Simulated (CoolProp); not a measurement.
Vapour-liquid equilibrium of n-octane (1) + n-dodecane (2) at 3.35 bar; x and y are mole fractions of (1).

Values from CoolProp's multi-fluid Helmholtz-energy mixture model, Beckmüller 2019 and Lemmon 2004; pair parameters Bell 2016.

```tsv
x	bubble temperature (°C)	y at the bubble point	dew temperature at overall composition x (°C)	liquid density (mol/L)
0.05	265.7	0.160	271.3	3.230
0.15	250.5	0.416	266.2	3.409
0.25	236.7	0.601	260.7	3.586
0.35	224.5	0.729	254.8	3.761
0.45	213.8	0.818	248.2	3.935
0.55	204.5	0.880	240.8	4.108
0.65	196.3	0.924	232.4	4.282
0.75	189.2	0.955	222.2	4.458
0.85	183.0	0.977	209.3	4.636
0.95	177.5	0.993	190.4	4.816
```

No azeotrope shows between x = 0.05 and 0.95.

The pair parameters rest on a limited set of measurements; away from them the model extrapolates.
